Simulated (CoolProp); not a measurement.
Methanol along the isotherm 346.85 °C: fugacity coefficient from the reference equation and from simpler models built on Tc = 240.2 °C, pc = 8.216 MPa, ω = 0.565; each cubic takes its own stable root.

Values from CoolProp's reference Helmholtz-energy equation of state, de Reuck 1993.

```json
[
 {"p (MPa)": "0.13", "phase": "gas", "reference": "0.9974"},
 {"p (MPa)": "0.21", "phase": "gas", "reference": "0.9958"},
 {"p (MPa)": "0.339", "phase": "gas", "reference": "0.9932"},
 {"p (MPa)": "0.548", "phase": "gas", "reference": "0.9891"},
 {"p (MPa)": "0.885", "phase": "gas", "reference": "0.9823"},
 {"p (MPa)": "1.43", "phase": "gas", "reference": "0.9715"},
 {"p (MPa)": "2.31", "phase": "gas", "reference": "0.9539"},
 {"p (MPa)": "3.73", "phase": "gas", "reference": "0.9259"},
 {"p (MPa)": "6.03", "phase": "gas", "reference": "0.8814"},
 {"p (MPa)": "9.74", "phase": "supercritical", "reference": "0.8143"},
 {"p (MPa)": "15.7", "phase": "supercritical", "reference": "0.7187"},
 {"p (MPa)": "25.4", "phase": "supercritical", "reference": "0.5937"},
 {"p (MPa)": "41.1", "phase": "supercritical", "reference": "0.4786"}
]
```

Q: How far does each simpler model (Redlich-Kwong, Soave-Redlich-Kwong, Peng-Robinson) lie from the reference over these 13 states: mean and median of the absolute difference, and the worst?

A: 
- Redlich-Kwong: mean 2.0 %, median 0.8 %, worst -7.3 % at 346.85 °C and 25.4 MPa
- Soave-Redlich-Kwong: mean 3.6 %, median 0.5 %, worst +23.1 % at 346.85 °C and 41.1 MPa
- Peng-Robinson: mean 1.4 %, median 0.3 %, worst +11.9 % at 346.85 °C and 41.1 MPa
